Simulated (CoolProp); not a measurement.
Vapour-liquid equilibrium of R22 (1) + R152A (2) at 2.25 kPa; x and y are mole fractions of (1).

The numbers come from the multi-fluid Helmholtz-energy mixture model, Kamei 1995 and Outcalt 1996; pair parameters Bell 2016 in CoolProp.

Question: Give the bubble temperature and the first vapour's composition at x = 0.45, 0.65, 0.95. Is there an azeotrope?

Answer: x = 0.45: 180.7 K, y = 0.712; x = 0.65: 178.1 K, y = 0.867; x = 0.95: 174.8 K, y = 0.989. No azeotrope shows between x = 0.05 and 0.95.

Pair parameters are fitted to limited data, so mixtures are less certain than the pure fluids.
